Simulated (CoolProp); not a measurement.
Vapour-liquid equilibrium of R134a (1) + R227EA (2) at 289 K; x and y are mole fractions of (1).

Computed with CoolProp (multi-fluid Helmholtz-energy mixture model, Tillner-Roth 1994 and Lemmon 2016; pair parameters Bell 2016).

Problem. Give the bubble pressure and the first vapour's composition at x = 0.2, 0.275, 0.35. Is there an azeotrope?

Solution. x = 0.2: 3.819 bar, y = 0.273; x = 0.275: 3.963 bar, y = 0.360; x = 0.35: 4.100 bar, y = 0.440. No azeotrope shows between x = 0.05 and 0.95.

The pair parameters rest on a limited set of measurements; away from them the model extrapolates.
